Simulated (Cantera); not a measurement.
## N2O furnace oxynitridation

An isothermal, constant-pressure homogeneous reactor starts with 86.2 % N₂O, 13.8 % H₂O, at 1198 K and 980 Pa.

Cantera simulation using GRI-Mech 3.0 (53 species, 325 reactions); the numbers are that mechanism's predictions, not measurements. GRI-Mech 3.0 was tuned for natural gas; its chemistry of N2O as a main component is partial and can be far from experiment. Radical loss at walls, strong at low pressure, is not modelled. The mechanism lacks the step 2 NO + O2 → 2 NO2, which can matter for NO2 below about 1400 K. The temperature is held fixed by assumption; the heat of reaction is taken as removed at once.

```csv
t (s),x N₂O,x H₂O,x O₂,x N₂,x HO₂,x H₂O₂
9.00e-5,0.862,0.138,2.08e-8,4.02e-7,5.40e-12,<1e-12
0.000388,0.862,0.138,3.31e-7,1.98e-6,3.84e-10,<1e-12
0.00167,0.862,0.138,3.62e-6,1.07e-5,2.01e-8,2.76e-12
0.00722,0.862,0.138,2.17e-5,5.29e-5,5.57e-7,4.48e-10
0.0311,0.862,0.138,0.000104,0.000243,5.72e-6,6.04e-8
0.134,0.860,0.138,0.000500,0.00109,7.48e-6,1.70e-7
0.579,0.855,0.138,0.00221,0.00476,5.77e-6,1.00e-7
2.49,0.832,0.136,0.00943,0.0202,3.77e-6,4.56e-8
10.8,0.743,0.132,0.0378,0.0797,1.62e-6,1.14e-8
46.4,0.479,0.119,0.123,0.257,4.05e-7,2.74e-9
200,0.103,0.101,0.245,0.510,4.27e-8,1.33e-9
```
x: mole fraction; the columns are a selection and need not sum to one.

Equilibrium at this temperature and pressure: N₂O 1.23e-9, H₂O 0.0964, O₂ 0.301, N₂ 0.602, HO₂ 5.31e-9, H₂O₂ 1.23e-10 (gas phase only).
